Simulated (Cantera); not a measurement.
Charge: 1 mol CH3Cl, a varied amount of F2, 1.4 mol H2, held at 1425 °C and 0.0188 Torr.

Equilibrium computed with Cantera from the NASA thermochemical tables; the gas is ideal and each condensed phase is pure. Candidate condensed phases: C, C6H6, C7H8, C8H18; 118 gas species. Kinetics and transport are ignored.

log p: log10 of the partial pressure in bar; n: condensed amount in mol.

```
n(F2) (mol)  log p HF  log p H2  log p HCl  log p Cl  log p H  log p F  n C(graphite)
-----------  --------  --------  ---------  --------  -------  -------  -------------
0.26            -5.46     -4.85      -5.18     -6.71    -6.26        ?          1.000
0.39            -5.29     -4.89      -5.20     -6.70    -6.28        ?          1.000
0.59            -5.14     -4.96      -5.22     -6.69    -6.32        ?          1.000
0.87            -5.00     -5.06      -5.25     -6.67    -6.37        ?          1.000
1.3             -4.86     -5.24      -5.30     -6.63    -6.46        ?          1.000
1.9             -4.75     -5.62      -5.36     -6.50    -6.65        ?          1.000
2.9             -4.67    -11.00      -7.00     -5.45    -9.34        ?          0.999
```

Problem. What belongs in the gaps?

Solution. 
- 0.26, log p F: -10.89
- 0.39, log p F: -10.70
- 0.59, log p F: -10.51
- 0.87, log p F: -10.32
- 1.3, log p F: -10.10
- 1.9, log p F: -9.79
- 2.9, log p F: -7.03
